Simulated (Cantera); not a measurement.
# Low-pressure radical oxidation in H2/O2

An isothermal, constant-pressure homogeneous reactor starts with H₂ : O₂ : N₂ = 0.2 : 1 : 0.75 (molar parts), at 1375 K and 0.0197 atm.

Cantera simulation using GRI-Mech 3.0 (53 species, 325 reactions); the numbers are that mechanism's predictions, not measurements. Radical loss at walls, strong at low pressure, is not modelled. The temperature is held fixed by assumption; the heat of reaction is taken as removed at once.

| t (s) | x H₂ | x O₂ | x H₂O | x HO₂ | x NO |
|---|---|---|---|---|---|
| 3.00e-5 | 0.103 | 0.513 | 8.55e-9 | 3.89e-8 | <1e-12 |
| 7.05e-5 | 0.103 | 0.513 | 9.02e-8 | 9.14e-8 | <1e-12 |
| 0.000166 | 0.103 | 0.513 | 1.54e-6 | 2.16e-7 | <1e-12 |
| 0.000389 | 0.102 | 0.513 | 0.000223 | 7.09e-7 | <1e-12 |
| 0.000915 | 0.00700 | 0.447 | 0.0759 | 3.66e-6 | 6.16e-8 |
| 0.00215 | 0.00431 | 0.446 | 0.0815 | 3.60e-6 | 4.55e-7 |
| 0.00505 | 0.00390 | 0.450 | 0.0850 | 3.62e-6 | 1.21e-6 |
| 0.0119 | 0.00305 | 0.459 | 0.0912 | 3.59e-6 | 2.31e-6 |
| 0.0279 | 0.00170 | 0.472 | 0.0993 | 3.24e-6 | 3.21e-6 |
| 0.0656 | 0.000553 | 0.481 | 0.105 | 2.16e-6 | 3.52e-6 |
| 0.154 | 0.000120 | 0.485 | 0.107 | 8.87e-7 | 3.57e-6 |
| 0.362 | 2.50e-5 | 0.486 | 0.108 | 2.68e-7 | 3.58e-6 |
| 0.851 | 6.09e-6 | 0.486 | 0.108 | 8.86e-8 | 3.58e-6 |
| 2.00 | 1.79e-6 | 0.486 | 0.108 | 4.69e-8 | 3.58e-6 |
x: mole fraction; the columns are a selection and need not sum to one.

Equilibrium at this temperature and pressure: H₂ 3.37e-7, O₂ 0.486, H₂O 0.108, HO₂ 5.38e-8, NO 0.000689 (gas phase only).
